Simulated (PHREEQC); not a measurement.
Consider water at 85 °C with 140 mmol/kgw CuSO4 and 3.8 mmol/kgw MnSO4. It is in equilibrium with CO2 at log p = -3.4 (atm). Otherwise closed; pH follows from the charge balance.

All values are PHREEQC results (ion-association model, phreeqc.dat), not measurements.

```
Item                         Result
--------------------  -------------
pH                             3.96
ionic strength        0.276 mol/kgw
specific conductance    27400 µS/cm
density                 0.990 g/cm³
```

```csv
species,molality,activity,log γ
CuSO4,0.0716,0.0763,0.028
SO4-2,0.0687,0.0152,-0.654
Cu+2,0.0671,0.0174,-0.587
MnSO4,0.00240,0.00255,0.028
Mn+2,0.00140,0.000363,-0.587
HSO4-,0.00110,0.000773,-0.151
Cu2(OH)2+2,0.000619,0.000154,-0.605
H+,0.000144,0.000110,-0.117
CO2,4.47e-6,4.77e-6,0.028
```

This is a speciation only: nothing precipitates in the calculation. Constants without temperature data keep their 25 °C values here.
